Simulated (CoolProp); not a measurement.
R1132(E) along the isotherm 400 K: density (kg/m³) from the reference equation and from simpler models built on Tc = 348.8 K, pc = 5.174 MPa, ω = 0.245; each cubic takes its own stable root.

Values from CoolProp's reference Helmholtz-energy equation of state, Akasaka 2024.

```tsv
p (MPa)	phase	reference	van der Waals	Peng-Robinson
0.542	gas	10.68	10.68	10.71
1.08	gas	21.80	21.79	21.93
1.62	gas	33.53	33.54	33.83
2.17	gas	46.15	46.19	46.68
2.71	gas	59.27	59.42	60.10
3.25	gas	73.22	73.56	74.40
3.79	gas	88.11	88.82	89.69
4.33	gas	104.1	105.4	106.1
4.88	gas	121.6	124.0	124.0
5.42	supercritical	140.3	144.4	143.1
5.96	supercritical	160.6	167.6	163.6
6.5	supercritical	182.8	194.2	185.7
```
